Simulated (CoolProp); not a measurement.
Computed with CoolProp (reference Helmholtz-energy equation of state, Gao 2016).

Problem. Give the vapour pressure (MPa), liquid cp (kJ/(kg K)), vapour Z of saturated sulfur dioxide at 283.6, 307.5 K.

Solution. 
```json
[
 {"T (K)": "283.6", "p (MPa)": "0.234", "liquid cp (kJ/(kg K))": "1.38", "vapour Z": "0.951"},
 {"T (K)": "307.5", "p (MPa)": "0.530", "liquid cp (kJ/(kg K))": "1.41", "vapour Z": "0.916"}
]
```
